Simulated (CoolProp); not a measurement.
Vapour-liquid equilibrium of isopentane (1) + toluene (2) at 0.0849 MPa; x and y are mole fractions of (1).

Values from CoolProp's multi-fluid Helmholtz-energy mixture model, Lemmon 2006 and Lemmon 2006; pair parameters Bell 2016.

```tsv
x	bubble temperature (°C)	y at the bubble point	dew temperature at overall composition x (°C)	liquid density (mol/L)
0.05	89.4	0.396	102.9	8.646
0.125	72.0	0.689	100.3	8.772
0.2	59.8	0.819	97.6	8.842
0.275	51.2	0.883	94.6	8.873
0.35	45.0	0.918	91.4	8.878
0.425	40.3	0.940	88.0	8.866
0.5	36.8	0.954	84.1	8.840
0.575	34.0	0.964	79.8	8.806
0.65	31.6	0.971	74.9	8.765
0.725	29.6	0.978	69.1	8.720
0.8	27.8	0.984	62.0	8.674
0.875	25.9	0.989	52.5	8.627
0.95	24.1	0.995	37.7	8.582
```

No azeotrope shows between x = 0.05 and 0.95.

Pair parameters are fitted to limited data, so mixtures are less certain than the pure fluids.
